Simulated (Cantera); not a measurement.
An isothermal, constant-pressure homogeneous reactor starts with CH4 : H2 : H = 0.0034 : 1 : 0.028 (molar parts), at 1225 K and 10.00 Torr. Integrator tolerance rtol = 1e-08.

Computed with Cantera and GRI-Mech 3.0 (53 species, 325 reactions). GRI-Mech 3.0 stops at C3 and has no aromatics, soot or wall deposition, so with more carbon than oxygen in the feed, carbon stays in small species such as C2H2 where larger ones or solid carbon would form. Radical loss at walls, strong at low pressure, is not modelled.

**Question.** What does this change do: temperature 1225 to 3000 K?

**Answer.** 
```
quantity                                             before                                      after
-----------------  ----------------------------------------  -----------------------------------------
x(CH4) at 2.00 s    0.00253 (gas-phase equilibrium 0.00322)    1.34e-8 (gas-phase equilibrium 1.34e-8)
x(H2) at 2.00 s         0.997 (gas-phase equilibrium 0.997)        0.275 (gas-phase equilibrium 0.275)
x(H) at 2.00 s      7.69e-5 (gas-phase equilibrium 2.71e-6)        0.723 (gas-phase equilibrium 0.723)
x(CH2) at 2.00 s    1.52e-10 (gas-phase equilibrium <1e-12)    2.66e-6 (gas-phase equilibrium 2.66e-6)
x(C2H2) at 2.00 s  0.000368 (gas-phase equilibrium 5.67e-5)  0.000499 (gas-phase equilibrium 0.000499)
```

**Question.** What does this change do: temperature 1225 to 2748 K?

**Answer.** 
```json
[
 {"quantity": "x(CH4) at 2.00 s", "before": "0.00253 (gas-phase equilibrium 0.00322)", "after": "1.17e-7 (gas-phase equilibrium 1.17e-7)"},
 {"quantity": "x(H2) at 2.00 s", "before": "0.997 (gas-phase equilibrium 0.997)", "after": "0.557 (gas-phase equilibrium 0.557)"},
 {"quantity": "x(H) at 2.00 s", "before": "7.69e-5 (gas-phase equilibrium 2.71e-6)", "after": "0.442 (gas-phase equilibrium 0.442)"},
 {"quantity": "x(CH2) at 2.00 s", "before": "1.52e-10 (gas-phase equilibrium <1e-12)", "after": "2.15e-6 (gas-phase equilibrium 2.16e-6)"},
 {"quantity": "x(C2H2) at 2.00 s", "before": "0.000368 (gas-phase equilibrium 5.67e-5)", "after": "0.00115 (gas-phase equilibrium 0.00115)"}
]
```
